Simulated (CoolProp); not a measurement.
Properties of CHF3 (R23) along the isotherm -107.75 °C.

Computed with CoolProp (reference Helmholtz-energy equation of state, Penoncello 2003).

```tsv
p (MPa)	phase	density (kg/m³)	expansivity (1/kK)	viscosity (µPa s)	fugacity coefficient
0.0229	liquid	1540	2.315	490	0.7502
0.0346	liquid	1540	2.315	490	0.4967
0.0522	liquid	1540	2.315	490	0.3294
0.0787	liquid	1540	2.314	490	0.2187
0.119	liquid	1540	2.314	491	0.1448
0.179	liquid	1540	2.313	491	0.09647
0.27	liquid	1541	2.311	491	0.06415
0.408	liquid	1541	2.309	492	0.04265
0.615	liquid	1541	2.305	493	0.02849
0.928	liquid	1542	2.300	494	0.01907
1.4	liquid	1543	2.292	496	0.01284
2.11	liquid	1544	2.280	499	0.008723
3.18	liquid	1546	2.262	503	0.005996
4.8	liquid	1549	2.236	510	0.004190
7.25	liquid	1553	2.199	521	0.003006
```

Viscosity comes from a separate model (Shan 2000).
